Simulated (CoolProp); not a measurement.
The numbers come from the reference Helmholtz-energy equation of state, Platzer 1990 in CoolProp. This equation is an older, rougher fit; its heat capacities, sound speeds and derivatives of the liquid may be far off and weren't checked against measurements.

### Question
Give the vapour pressure (MPa), vapour density (kg/m³), vapour viscosity (µPa s) of saturated CF4 (R14) at 135.9, 197.4 K.

### Answer
```
T (K)  p (MPa)  vapour density (kg/m³)  vapour viscosity (µPa s)
-----  -------  ----------------------  ------------------------
135.9   0.0504                    4.01                      8.11
197.4     1.41                     101                      13.4
```

Viscosity comes from a separate model (Huber 2003), an estimate that may be off by 10 % or more.
